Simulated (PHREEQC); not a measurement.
30 mol of Gypsum (CaSO4:2H2O) is brought to equilibrium with 1 kg of water, with rising amounts of FeSO4, at 25 °C. The system is closed to oxygen. No CO2 enters from the air. The run lets Gypsum precipitate or redissolve, and no other solid.

Computed with PHREEQC (ion-association model, phreeqc.dat).

```
FeSO4 added (mol)    pH  dissolved Ca (mol/kgw)  FeSO4 (mol/kgw)
-----------------  ----  ----------------------  ---------------
0                  7.06                  0.0151                0
0.025              5.99                  0.0121          0.00963
0.05               5.92                  0.0109           0.0211
0.075              5.88                  0.0102           0.0333
0.1                5.86                 0.00973           0.0460
0.125              5.85                 0.00936           0.0590
0.15               5.84                 0.00905           0.0722
0.175              5.83                 0.00879           0.0855
0.2                5.83                 0.00855           0.0990
0.225              5.82                 0.00834            0.113
0.25               5.82                 0.00815            0.126
0.275              5.81                 0.00797            0.140
0.3                5.81                 0.00781            0.154
```
